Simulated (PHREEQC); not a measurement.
**Reverse-osmosis permeate: an equilibrium model**

A made-up water analysis in mg/L, 10 °C, pH 6.91, pe 9.3:

```csv
constituent,mg/L
Na,2.81
K,0.00701
Ca,0.202
Mg,1.03
Cl,2.28
S(6) as SO4,3.93
Alkalinity as HCO3,5.03
F,0.0905
Br,0.0109
Li,0.000723
Cd,0.26
```

Valence states are taken as typed.

Equilibrium calculation in PHREEQC: ion-association model, wateq4f.dat.

No solid was allowed to form.

Q: Estimate the charge-balance error.

A: charge-balance error -2.5 %.

Q: In which forms is C present?

A: HCO3- 74 %, CO2 26 % of the C.

Away from 25 °C the constants follow the database's enthalpies or fits; those with neither stay at their 25 °C values.
